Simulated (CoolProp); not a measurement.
Vapour pressure (MPa) of tetrahydrofuran: the reference equation beside estimates from Tc = 267.0 °C, pc = 5.304 MPa, ω = 0.234. Clausius-Clapeyron is anchored at 29.65 °C with a constant enthalpy of vaporisation of 31.90 kJ/mol.

Model: reference Helmholtz-energy equation of state, Fiedler 2023, in CoolProp.

| T (°C) | reference | Lee-Kesler | Clausius-Clapeyron | van der Waals | Redlich-Kwong | Soave-Redlich-Kwong | Peng-Robinson |
|---|---|---|---|---|---|---|---|
| -6.15 | 0.004550 | 0.004239 | 0.004833 | 0.1363 | 0.01019 | 0.004350 | 0.004705 |
| 2.85 | 0.007452 | 0.006976 | 0.007722 | 0.1704 | 0.01608 | 0.007139 | 0.007630 |
| 11.75 | 0.01171 | 0.01102 | 0.01192 | 0.2097 | 0.02436 | 0.01125 | 0.01189 |
| 20.75 | 0.01789 | 0.01694 | 0.01801 | 0.2556 | 0.03590 | 0.01724 | 0.01806 |
| 29.65 | 0.02643 | 0.02519 | 0.02643 | 0.3076 | 0.05120 | 0.02555 | 0.02654 |
| 38.65 | 0.03819 | 0.03663 | 0.03811 | 0.3671 | 0.07144 | 0.03706 | 0.03820 |
| 47.55 | 0.05365 | 0.05180 | 0.05362 | 0.4333 | 0.09708 | 0.05226 | 0.05352 |
| 56.55 | 0.07401 | 0.07194 | 0.07433 | 0.5081 | 0.1297 | 0.07239 | 0.07370 |
| 65.45 | 0.09977 | 0.09757 | 0.1009 | 0.5903 | 0.1694 | 0.09798 | 0.09924 |
| 74.45 | 0.1325 | 0.1304 | 0.1353 | 0.6821 | 0.2183 | 0.1307 | 0.1317 |
| 83.35 | 0.1727 | 0.1707 | 0.1783 | 0.7818 | 0.2763 | 0.1709 | 0.1716 |
| 92.35 | 0.2222 | 0.2209 | 0.2324 | 0.8920 | 0.3458 | 0.2209 | 0.2210 |
| 101.35 | 0.2821 | 0.2816 | 0.2991 | 1.012 | 0.4272 | 0.2815 | 0.2808 |
| 110.25 | 0.3527 | 0.3535 | 0.3794 | 1.141 | 0.5206 | 0.3533 | 0.3516 |

Absolute difference from the reference over all 14 rows, mean and median: Lee-Kesler 3.2 and 3.1 %, Clausius-Clapeyron 2.7 and 2.0 %, van der Waals 954.6 and 647.1 %, Redlich-Kwong 81.0 and 78.1 %, Soave-Redlich-Kwong 2.3 and 2.4 %, Peng-Robinson 0.9 and 0.5 %.
